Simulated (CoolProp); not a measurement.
A single-stage vapour-compression cycle with the fluid: evaporating at 312.15 K (dew point), condensing at 345.15 K (bubble point), superheat 0 K, subcooling 8 K, compressor efficiency 0.6, no pressure losses. The same conditions are run with several fluids, on thermodynamics alone (safety and materials aside).

The numbers come from the reference Helmholtz-energy equation of state of each fluid (benzene: Thol 2012; R245ca: Zhou 2016; R113: Marx 1992; R1336mzz(E): Akasaka 2023; R1233zd(E): Akasaka 2022; dimethyl carbonate: Zhou 2011) in CoolProp.

```
fluid               cooling COP  pressure ratio  discharge temperature (K)  refrigerating effect (kJ/kg)  volumetric capacity (kJ/m³)
------------------  -----------  --------------  -------------------------  ----------------------------  ---------------------------
benzene                    5.42            3.35                      370.6                           378                          269
R245ca                     5.18            2.76                      349.2                           161                         1470
R113                       5.27            2.82                      349.3                           123                          696
R1336mzz(E)                4.94            2.53                      345.6                           104                         2280
R1233zd(E)                 5.19            2.58                      353.1                           152                         1720
dimethyl carbonate         5.42            3.83                      365.2                           363                          182
```
